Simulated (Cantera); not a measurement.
Charge: 1 mol SiH₂Cl₂, 1.6 mol O₂, 120 mol N₂, at 0.0110 bar.

These are equilibrium values from Cantera (NASA tables, ideal gas, pure condensed phases), not measurements of a reactor. Candidate condensed phases: H₂O, NH₄Cl, Si, SiO₂, Si₂N₂O, Si₃N₄; 47 gas species. The tables hold silica as quartz up to 1696 K and as liquid above; real silica turns to tridymite and cristobalite and melts near 1996 K. Equilibrium is a limit: real reactors are often held back by kinetics, nucleation or transport.

**Question.** Which condensed phases are stable at each of these points (T (K)): 873, 1023, 1173, 1323, 1473, 1623, 1773, 1923?

**Answer.** 
| T (K) | condensed phases | Si condensed (%) |
|---|---|---|
| 873 | SiO₂(β-quartz) | 100.0 |
| 1023 | SiO₂(β-quartz) | 100.0 |
| 1173 | SiO₂(β-quartz) | 100.0 |
| 1323 | SiO₂(β-quartz) | 100.0 |
| 1473 | SiO₂(β-quartz) | 100.0 |
| 1623 | SiO₂(β-quartz) | 100.0 |
| 1773 | SiO₂(condensed) | 100.0 |
| 1923 | SiO₂(condensed) | 99.3 |

From 873 K to 1623 K the condensed part is SiO₂(β-quartz). From 1773 K to 1923 K the condensed part is SiO₂(condensed).
